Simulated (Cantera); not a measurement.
An adiabatic, constant-pressure homogeneous reactor starts with 3.61 % C3H8, 20.3 % O2, 76.1 % N2, equivalence ratio 0.89, at 1448 K and 3.40 bar.

Detailed kinetics in Cantera: GRI-Mech 3.0 (53 species, 325 reactions). GRI-Mech 3.0 was tuned for natural gas; its chemistry of propane as a main component is partial and can be far from experiment.

x: mole fraction; the columns are a selection and need not sum to one.

```tsv
t (s)	T (K)	x C3H8	x O2	x CO2	x HCO	x CO	x C2H2
8.00e-6	1445	0.0348	0.202	2.63e-6	[?]	1.89e-5	3.35e-7
2.26e-5	1446	0.0310	0.200	2.04e-5	[?]	0.000300	6.19e-6
6.41e-5	1695	0.00193	0.149	0.00143	[?]	0.0286	0.00129
0.000181	2793	<1e-12	0.0336	0.0701	3.91e-8	0.0313	<1e-12
0.000514	2789	<1e-12	0.0316	0.0702	3.84e-8	0.0312	<1e-12
0.00145	2782	<1e-12	0.0294	0.0702	3.80e-8	0.0313	<1e-12
0.00412	2780	<1e-12	0.0289	0.0701	3.79e-8	0.0314	<1e-12
0.0117	2780	<1e-12	0.0289	0.0701	3.79e-8	0.0314	<1e-12
0.0330	2780	<1e-12	0.0289	0.0701	3.79e-8	0.0314	<1e-12
0.0934	2780	<1e-12	0.0289	0.0701	3.79e-8	0.0314	<1e-12
0.264	2780	<1e-12	0.0289	0.0701	3.79e-8	0.0314	<1e-12
0.749	2780	<1e-12	0.0289	0.0701	3.79e-8	0.0314	<1e-12
2.12	2780	<1e-12	0.0289	0.0701	3.79e-8	0.0314	<1e-12
6.00	2780	<1e-12	0.0289	0.0701	3.79e-8	0.0314	<1e-12
```

Q: What belongs in the gaps?

A: 
- 8.00e-6, x HCO: 5.66e-8
- 2.26e-5, x HCO: 3.59e-7
- 6.41e-5, x HCO: 8.56e-5
